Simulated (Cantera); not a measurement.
Charge: 1 mol Si, 1.6 mol HCl, 66 mol H2, at 402 °C and 0.133 bar.

Cantera equilibrium calculation (NASA polynomials, part measured and part estimated; ideal gas, pure solids and liquids). Candidate condensed phases: Si; 19 gas species. Equilibrium is a limit: real reactors are often held back by kinetics, nucleation or transport.

Base state: H2 0.993, SiCl4 0.00342, SiHCl3 0.00321, SiH2Cl2 0.000186, HCl 0.000139 (mole fractions); condensed: Si(s).

Question: What changes in the equilibrium state with this change: temperature from 402 °C to 727 °C?

Answer: 
```json
[
 {"species": "H2", "before": "0.993", "after": "0.988"},
 {"species": "HCl", "before": "0.000139", "after": "0.00771"},
 {"species": "SiCl4", "before": "0.00342", "after": "0.00226"},
 {"species": "SiHCl3", "before": "0.00321", "after": "0.00204"},
 {"species": "SiCl2", "before": "1.25e-8", "after": "0.000102"},
 {"species": "SiCl3", "before": "3.06e-7", "after": "9.78e-5"},
 {"species": "Si(s), mol", "before": "0.542", "after": "0.683"}
]
```
The tables' values for SiCl3 are old estimates; treat these amounts as uncertain.
